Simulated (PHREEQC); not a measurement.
Consider water at 25 °C with 120 mmol/kgw NaH2PO4, 49 mmol/kgw NaOH and 0.0004 mmol/kgw H4SiO4. Closed to the air; pH follows from the charge balance.

Computed with PHREEQC (ion-association model, phreeqc.dat).

No solid was allowed to form.

Question: What pH, specific conductance does the model give?

Answer: pH 6.60; specific conductance 11100 µS/cm.

Question: In which forms is Na present?

Answer: Na+ 97 %, NaHPO4- 2.5 % of the Na.
